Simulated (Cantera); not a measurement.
A closed system holds: 1 mol SiHCl3, 420 mol H2, held at 0.00190 bar.

Cantera equilibrium calculation (NASA polynomials, part measured and part estimated; ideal gas, pure solids and liquids). Candidate condensed phases: Si; 19 gas species. Rates play no part. All values below are at 1150 K.

Base state: H2 0.993, HCl 0.00689, SiCl2 0.000105 (mole fractions); condensed: Si(s).

Task: What changes in the equilibrium state with this change: SiHCl3 replaced by CH3SiCl3?

Result: 
| species | before | after |
|---|---|---|
| H2 | 0.993 | 0.993 |
| HCl | 0.00689 | 0.00709 |
| SiCl2 | 0.000105 | 2.41e-6 |
| Si(s), mol | 0.954 | 0 |
| SiC(s), mol | 0 | 0.999 |
The feed counts by its element totals alone. Further candidate phases: C, C6H6, C7H8, C8H18, SiC.
